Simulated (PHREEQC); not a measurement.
Dissolve 0.023 mol/kgw ZnBr2 at 25 °C. Closed to the air; pH follows from the charge balance.

Model: ion-association model, phreeqc.dat, run in PHREEQC.

Precipitation was switched off in this run.

Q: What pH, density does the model give?

A: pH 5.48; density 1.002 g/cm³.
